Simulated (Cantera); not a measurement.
**Equilibrium for iron carbonyl, mercury and lead vapours: Fe(CO)5 + H2 + N2 + O2**

Charge: 1 mol Fe(CO)5, a varied amount of H2, 0.16 mol N2, 0.017 mol O2, held at 1600 K and 210000 Pa.

Cantera equilibrium calculation (NASA polynomials, part measured and part estimated; ideal gas, pure solids and liquids). Candidate condensed phases: C, C6H6, C7H8, C8H18, Fe, Fe(CO)5, FeO, Fe(OH)2, Fe(OH)3, Fe2O3, Fe3O4, H2O; 140 gas species. The numbers say what is thermodynamically allowed, not how fast it happens.

From 0.12 mol H2 to 1.9 mol H2 the condensed part is Fe(γ). The main Fe-bearing gas is Fe throughout.

| n(H2) (mol) | x CO | x H2 | x N2 | x CO2 | x H2O | n Fe(γ) |
|---|---|---|---|---|---|---|
| 0.12 | 0.941 | 0.0223 | 0.0303 | 0.00602 | 0.000428 | 1.000 |
| 0.27 | 0.915 | 0.0488 | 0.0295 | 0.00540 | 0.000867 | 1.000 |
| 0.42 | 0.891 | 0.0740 | 0.0287 | 0.00489 | 0.00122 | 1.000 |
| 0.57 | 0.868 | 0.0980 | 0.0279 | 0.00444 | 0.00151 | 1.000 |
| 0.72 | 0.846 | 0.121 | 0.0272 | 0.00406 | 0.00174 | 1.000 |
| 0.87 | 0.825 | 0.142 | 0.0265 | 0.00373 | 0.00193 | 1.000 |
| 1 | 0.808 | 0.160 | 0.0260 | 0.00347 | 0.00207 | 1.000 |
| 1.2 | 0.783 | 0.186 | 0.0251 | 0.00313 | 0.00224 | 1.000 |
| 1.3 | 0.771 | 0.199 | 0.0248 | 0.00298 | 0.00231 | 1.000 |
| 1.5 | 0.748 | 0.223 | 0.0240 | 0.00272 | 0.00243 | 1.000 |
| 1.6 | 0.737 | 0.234 | 0.0237 | 0.00260 | 0.00248 | 1.000 |
| 1.8 | 0.716 | 0.256 | 0.0230 | 0.00238 | 0.00256 | 1.000 |
| 1.9 | 0.706 | 0.266 | 0.0227 | 0.00228 | 0.00259 | 1.000 |
x: gas mole fraction; n: condensed amount in mol.
